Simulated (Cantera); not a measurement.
Charge: 1 mol n-butane, 2.8 mol CO2, 0.24 mol N2, at 0.190 bar.

Method: chemical equilibrium by Gibbs-energy minimisation in Cantera with the NASA 1993 tables (ideal gas, pure condensed phases). Candidate condensed phases: C, C6H6, C7H8, C8H18, H2O; 136 gas species. Rates play no part.

What share of the C ends up in condensed phases as a function of T (°C), at 1225, 1425, 1625, 1825, 2025, 2225, 2425?


```tsv
T (°C)	C condensed (%)	as
1225	17.6	C(graphite)
1425	17.6	C(graphite)
1625	17.4	C(graphite)
1825	17.1	C(graphite)
2025	16.4	C(graphite)
2225	15.0	C(graphite)
2425	12.8	C(graphite)
```
